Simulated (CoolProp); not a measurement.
Properties of carbonyl sulfide at several states.

The numbers come from the reference Helmholtz-energy equation of state, Lemmon 2006 in CoolProp. It is a short technical equation, of lower accuracy than the large ones.

```
T (°C)  p (bar)          phase       Z  cp (kJ/(kg K))  cv (kJ/(kg K))  speed of sound (m/s)  expansivity (1/kK)  fugacity coefficient
------  -------  -------------  ------  --------------  --------------  --------------------  ------------------  --------------------
50.95     0.161            gas  0.9986          0.7130          0.5739                 235.8               3.098                0.9986
55.35       256         liquid  0.5638           1.252          0.7169                   [?]               2.230                0.1341
223.35     4.28            gas  0.9905          0.8206          0.6758                   [?]               2.080                0.9906
21.05     0.504            gas  0.9942          0.6925             [?]                 225.0               3.460                0.9943
208.25      249  supercritical  0.6453           1.481          0.7492                 361.7               4.792                0.5634
320.65     19.3            gas  0.9778          0.8739          0.7165                 309.6               1.836                0.9778
```

### Question
Fill in the missing entries.

### Answer

- 55.35, speed of sound (m/s): 756.7
- 223.35, speed of sound (m/s): 286.1
- 21.05, cv (kJ/(kg K)): 0.5508
